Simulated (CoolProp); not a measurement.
Vapour-liquid equilibrium of CH2F2 (R32) (1) + R123 (2) at 227.9 K; x and y are mole fractions of (1).

Values from CoolProp's multi-fluid Helmholtz-energy mixture model, Tillner-Roth 1997 and Younglove 1994; pair parameters Bell 2016.

```
x      bubble pressure, mixture model (bar)  bubble pressure, Raoult's law (bar)  y, mixture model  y, Raoult's law
-----  ------------------------------------  -----------------------------------  ----------------  ---------------
0.05                                 0.1467                              0.09316             0.836            0.746
0.125                                0.3183                               0.1955        (withheld)            0.888
0.2                                  0.4717                               0.2979             0.955            0.933
0.275                            (withheld)                               0.4002             0.967            0.955
0.35                                 0.7166                               0.5025             0.974            0.968
0.425                            (withheld)                               0.6049             0.979            0.976
0.5                              (withheld)                               0.7072             0.982            0.982
0.575                                0.9627                               0.8096             0.985            0.987
0.65                                  1.028                               0.9119             0.987            0.990
0.725                            (withheld)                                1.014             0.989            0.993
0.8                                   1.162                                1.117        (withheld)            0.996
0.875                                 1.237                                1.219             0.994            0.997
0.95                                  1.324                                1.321             0.997            0.999
```

Task: Fill in the missing entries.

Result: 
- 0.125, y, mixture model: 0.929
- 0.275, bubble pressure, mixture model (bar): 0.6043
- 0.425, bubble pressure, mixture model (bar): 0.8111
- 0.5, bubble pressure, mixture model (bar): 0.8917
- 0.725, bubble pressure, mixture model (bar): 1.093
- 0.8, y, mixture model: 0.992

The largest gap from Raoult's law is +62.8 % in bubble pressure, at x = 0.125. No azeotrope shows between x = 0.05 and 0.95.

Pair parameters are fitted to limited data, so mixtures are less certain than the pure fluids. With so large a gap from Raoult's law the liquid may split in two, which this calculation doesn't test in full.
